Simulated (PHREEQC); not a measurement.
Solution (20 °C): 0.0075 mol/kgw NH4HS, 0.00034 mol/kgw (NH4)2SO4 and 0.00024 mol/kgw Na2SiO3. Closed to the air; pH follows from the charge balance.

Model: ion-association model, phreeqc.dat, run in PHREEQC.

This is a speciation only: nothing precipitates in the calculation.

Problem. Order these N species by the share of N that they hold, largest first: NH4+, NH3, NH4SO4-.

Solution. NH4+ (91 %), NH3 (8.8 %), NH4SO4- (0.26 %)

The pH is 8.43 and the ionic strength 0.00824 mol/kgw. Saturation is exceeded, for instance for Quartz (slow to form); the values hold only as long as no solid forms.
